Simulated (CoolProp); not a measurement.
Vapour-liquid equilibrium of carbon dioxide (1) + hydrogen sulfide (2) at 2300 kPa; x and y are mole fractions of (1).

Model: multi-fluid Helmholtz-energy mixture model, Span 1996 and Lemmon 2006; pair parameters Kunz 2012, in CoolProp.

```csv
x,bubble temperature (°C),y at the bubble point,dew temperature at overall composition x (°C),liquid density (mol/L)
0.05,22.5,0.183,28.3,22.84
0.125,13.3,0.375,25.1,23.31
0.2,6.7,0.498,21.7,23.51
0.275,2.0,0.581,18.2,23.49
0.35,-1.5,0.641,14.5,23.33
0.425,-4.2,0.688,10.6,23.09
0.5,-6.4,0.726,6.6,22.81
0.575,-8.2,0.762,2.3,22.53
0.65,-9.7,0.796,-2.1,22.29
0.725,-11.1,0.831,-6.3,22.14
0.8,-12.3,0.869,-9.9,22.10
0.875,-13.4,0.912,-12.5,22.23
0.95,-14.4,0.962,-14.2,22.54
```

No azeotrope shows between x = 0.05 and 0.95.

Pair parameters are fitted to limited data, so mixtures are less certain than the pure fluids.
